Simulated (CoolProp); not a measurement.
Decamethyltetrasiloxane (MD2M) along the isobar 1.52 bar: density (kg/m³) from the reference equation and from simpler models built on Tc = 326.2 °C, pc = 11.44 bar, ω = 0.635; each cubic takes its own stable root.

The numbers come from the reference Helmholtz-energy equation of state, Thol 2017 in CoolProp.

| T (°C) | phase | reference | van der Waals | Redlich-Kwong | Soave-Redlich-Kwong | Peng-Robinson |
|---|---|---|---|---|---|---|
| 8.15 | liquid | 865.6 | 476.1 | 707.6 | 744.3 | (withheld) |
| 22.45 | liquid | 851.4 | 470.1 | 697.7 | 737.0 | 826.5 |
| 36.65 | liquid | 837.3 | 463.9 | 687.5 | 729.2 | 818.4 |
| 50.95 | liquid | 823.0 | 457.4 | 676.8 | 721.0 | 809.7 |
| 65.15 | liquid | 808.9 | 450.7 | 665.7 | 712.2 | (withheld) |
| 79.45 | liquid | 794.5 | 443.7 | 654.0 | 702.8 | 790.4 |
| 93.65 | liquid | 780.0 | 436.4 | 641.8 | 692.8 | 779.8 |
| 107.95 | liquid | 765.3 | 428.8 | 629.0 | 682.0 | 768.2 |
| 122.15 | liquid | 750.4 | 16.26 | 615.5 | 670.5 | 755.9 |
| 136.45 | liquid | 735.1 | 15.52 | 601.3 | 658.1 | 742.5 |
| 150.65 | liquid | 719.4 | 14.85 | 586.3 | 644.8 | 728.1 |
| 164.95 | liquid | 703.1 | 14.24 | 570.2 | 630.2 | 712.3 |
| 179.15 | liquid | 686.3 | 13.69 | (withheld) | 614.5 | 695.1 |
| 193.45 | liquid | (withheld) | 13.18 | 13.52 | 597.2 | 676.0 |
| 207.75 | liquid | 649.9 | 12.71 | 12.99 | 578.0 | 654.8 |
| 221.95 | gas | 12.64 | 12.28 | 12.51 | 12.75 | 12.83 |

### Question
Some entries are withheld; supply them.

### Answer

- 8.15, Peng-Robinson: 834.2
- 65.15, Peng-Robinson: 800.4
- 179.15, Redlich-Kwong: 14.10
- 193.45, reference: 668.6

At some of these states van der Waals, Redlich-Kwong gives the other phase, because its saturation line lies elsewhere.
